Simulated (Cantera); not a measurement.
Feed: 1 mol CH₃SiH₃, 0.0046 mol C₃H₈, 270 mol H₂, held at 0.133 bar.

Cantera equilibrium calculation (NASA polynomials, part measured and part estimated; ideal gas, pure solids and liquids). Candidate condensed phases: C, C₆H₆, C₇H₈, C₈H₁₈, Si, SiC; 87 gas species. The feed counts by its element totals alone. Gases not in the tables: Si₂H₆ and higher silanes. Kinetics and transport are ignored.

**Question.** Which condensed phases are stable at each of these points (T (°C)): 1302, 1402, 1502, 1602, 1702, 1802, 1902, 2002, 2102, 2202, 2302?

**Answer.** 
| T (°C) | condensed phases | Si condensed (%) |
|---|---|---|
| 1302 | SiC(s) | 100.0 |
| 1402 | SiC(s) | 100.0 |
| 1502 | SiC(s) | 99.9 |
| 1602 | SiC(s) | 99.5 |
| 1702 | SiC(s) | 98.0 |
| 1802 | SiC(s) | 93.2 |
| 1902 | SiC(s) | 79.5 |
| 2002 | SiC(s) | 42.5 |
| 2102 | gas only | 0.0 |
| 2202 | gas only | 0.0 |
| 2302 | gas only | 0.0 |

From 1302 °C to 2002 °C the condensed part is SiC(s). From 2102 °C to 2302 °C nothing is condensed.
